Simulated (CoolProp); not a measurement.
Vapour-liquid equilibrium of n-butane (1) + R113 (2) at 116.65 °C; x and y are mole fractions of (1).

Values from CoolProp's multi-fluid Helmholtz-energy mixture model, Bücker 2006 and Marx 1992; pair parameters Bell 2016.

| x | bubble pressure (MPa) | y at the bubble point | dew pressure at overall composition x (MPa) | liquid density (mol/L) |
|---|---|---|---|---|
| 0.05 | 0.7103 | 0.133 | 0.6608 | 7.067 |
| 0.15 | 0.8599 | 0.330 | 0.7211 | 7.126 |
| 0.25 | 1.006 | 0.471 | 0.7924 | 7.182 |
| 0.35 | 1.149 | 0.578 | 0.8779 | 7.234 |
| 0.45 | 1.289 | 0.664 | 0.9815 | 7.282 |
| 0.55 | 1.429 | 0.737 | 1.108 | 7.326 |
| 0.65 | 1.568 | 0.801 | 1.265 | 7.366 |
| 0.75 | 1.710 | 0.860 | 1.456 | 7.400 |
| 0.85 | 1.855 | 0.916 | 1.685 | 7.429 |
| 0.95 | 2.006 | 0.972 | 1.946 | 7.451 |

No azeotrope shows between x = 0.05 and 0.95.

The pair parameters rest on a limited set of measurements; away from them the model extrapolates. The gap from Raoult's law changes sign with composition, which may be real or a fault of the pair parameters; it wasn't checked against measurements.
